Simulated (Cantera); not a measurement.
A Cantera script and what it prints.

```python
import numpy as np
import cantera as ct

gas_names = [...]  # 136 gases of nasa_gas.yaml made of C, H, N, O
cond_names = """
    C(gr) C6H6(L) C7H8(L) C8H18(L),n-octa H2O(s) H2O(L)
""".split()


# ... load() reads the species with a 1 bar reference pressure and builds the phases ...
atoms = {
    'acetone': {'C': 3, 'H': 6, 'O': 1},
    'CO2': {'C': 1, 'O': 2},
    'N2': {'N': 2},
    'NH3': {'N': 1, 'H': 3},
}
top_T = {'C(gr)': 4500}  # K; cautious upper limits of use, not melting points


# ... equilibrate(T, P, feed) seeds the gas with the atoms and calls Mixture.equilibrate('TP', solver="vcs", rtol=1e-11, max_steps=5000) ...
results = []
feed = {'acetone': 1, 'CO2': 0.11, 'N2': 3.5, 'NH3': 0.12}  # mol
T = 1348  # K
for P in [10, 72, 520, 3700, 27000, 190000, 1400000, 10000000]:
    mix = equilibrate(T, P, feed)
    results.append((T, P, feed, dict(zip(mix.species_names, mix.species_moles))))

top = {s: max(r[3][s] / sum(r[3][g] for g in gas_names) for r in results) for s in gas_names}
cols = sorted((s for s in top if top[s] > 1e-06), key=lambda s: -top[s])[:7]
seen = [c for c in cond_names if any(r[3].get(c, 0) > 1e-12 for r in results)]
print("log10 of partial pressures in bar; condensed amounts in mol")
print(f"{'P/Pa':>10s}" + "".join(f"{s[:9]:>10s}" for s in cols + seen))
for T, P, feed, n in results:
    ng = sum(n[g] for g in gas_names)
    print(f"{P:10.4g}" + "".join(f"{np.log10(max(n[s] / ng * P / 1e5, 1e-99)):10.3f}" for s in cols)
          + "".join(f"{n.get(c, 0):10.4g}" for c in seen))
```

It prints:

```
log10 of partial pressures in bar; condensed amounts in mol
      P/Pa        N2        H2        CO       CH4       H2O       CO2       NH3     C(gr)
        10    -4.350    -4.399    -4.815   -11.031   -11.447   -12.155   -12.760     1.889
        72    -3.492    -3.541    -3.957    -9.317    -9.733   -10.440   -11.045     1.889
       520    -2.634    -2.683    -3.099    -7.599    -8.015    -8.723    -9.328     1.889
      3700    -1.781    -1.830    -2.246    -5.895    -6.311    -7.018    -7.623     1.889
   2.7e+04    -0.918    -0.968    -1.383    -4.169    -4.585    -5.292    -5.897     1.888
   1.9e+05    -0.070    -0.123    -0.537    -2.481    -2.895    -3.600    -4.207     1.881
   1.4e+06     0.804     0.724     0.321    -0.787    -1.190    -1.884    -2.499     1.841
     1e+07     1.684     1.479     1.121     0.724     0.366    -0.283    -0.926     1.708
```

These are equilibrium values from Cantera (NASA tables, ideal gas, pure condensed phases), not measurements of a reactor. The feed counts by its element totals alone. The ideal-gas law is rough above about 30 bar.
